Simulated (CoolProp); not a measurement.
Properties of R1336mzz(Z) along the isobar 21.7 bar.

The numbers come from the reference Helmholtz-energy equation of state, McLinden 2020 in CoolProp.

```json
[
 {"T (°C)": "22.65", "phase": "liquid", "cp (kJ/(kg K))": "1.211", "cv (kJ/(kg K))": "0.8991", "isothermal compressibility (1/MPa)": "0.002310", "expansivity (1/kK)": "1.830", "fugacity coefficient": "0.03292"},
 {"T (°C)": "41.25", "phase": "liquid", "cp (kJ/(kg K))": "1.247", "cv (kJ/(kg K))": "0.9280", "isothermal compressibility (1/MPa)": "0.002945", "expansivity (1/kK)": "1.995", "fugacity coefficient": "0.06383"},
 {"T (°C)": "59.85", "phase": "liquid", "cp (kJ/(kg K))": "1.286", "cv (kJ/(kg K))": "0.9552", "isothermal compressibility (1/MPa)": "0.003856", "expansivity (1/kK)": "2.212", "fugacity coefficient": "0.1121"},
 {"T (°C)": "78.45", "phase": "liquid", "cp (kJ/(kg K))": "1.327", "cv (kJ/(kg K))": "0.9811", "isothermal compressibility (1/MPa)": "0.005237", "expansivity (1/kK)": "[?]", "fugacity coefficient": "0.1816"},
 {"T (°C)": "97.05", "phase": "liquid", "cp (kJ/(kg K))": "1.377", "cv (kJ/(kg K))": "[?]", "isothermal compressibility (1/MPa)": "[?]", "expansivity (1/kK)": "2.958", "fugacity coefficient": "[?]"},
 {"T (°C)": "115.55", "phase": "liquid", "cp (kJ/(kg K))": "1.443", "cv (kJ/(kg K))": "1.031", "isothermal compressibility (1/MPa)": "0.01171", "expansivity (1/kK)": "3.686", "fugacity coefficient": "0.3903"},
 {"T (°C)": "134.15", "phase": "liquid", "cp (kJ/(kg K))": "[?]", "cv (kJ/(kg K))": "[?]", "isothermal compressibility (1/MPa)": "0.02176", "expansivity (1/kK)": "5.179", "fugacity coefficient": "0.5282"},
 {"T (°C)": "152.75", "phase": "liquid", "cp (kJ/(kg K))": "1.918", "cv (kJ/(kg K))": "1.101", "isothermal compressibility (1/MPa)": "[?]", "expansivity (1/kK)": "10.97", "fugacity coefficient": "0.6811"},
 {"T (°C)": "171.35", "phase": "gas", "cp (kJ/(kg K))": "1.448", "cv (kJ/(kg K))": "1.097", "isothermal compressibility (1/MPa)": "0.8151", "expansivity (1/kK)": "9.739", "fugacity coefficient": "0.7425"},
 {"T (°C)": "189.95", "phase": "gas", "cp (kJ/(kg K))": "1.310", "cv (kJ/(kg K))": "1.088", "isothermal compressibility (1/MPa)": "0.6770", "expansivity (1/kK)": "6.433", "fugacity coefficient": "0.7802"},
 {"T (°C)": "208.45", "phase": "gas", "cp (kJ/(kg K))": "[?]", "cv (kJ/(kg K))": "1.090", "isothermal compressibility (1/MPa)": "0.6148", "expansivity (1/kK)": "4.990", "fugacity coefficient": "0.8107"}
]
```

Question: Complete the blanks.

Answer: 
- 78.45, expansivity (1/kK): 2.513
- 97.05, cv (kJ/(kg K)): 1.006
- 97.05, isothermal compressibility (1/MPa): 0.007504
- 97.05, fugacity coefficient: 0.2744
- 134.15, cp (kJ/(kg K)): 1.557
- 134.15, cv (kJ/(kg K)): 1.059
- 152.75, isothermal compressibility (1/MPa): 0.07095
- 208.45, cp (kJ/(kg K)): 1.260
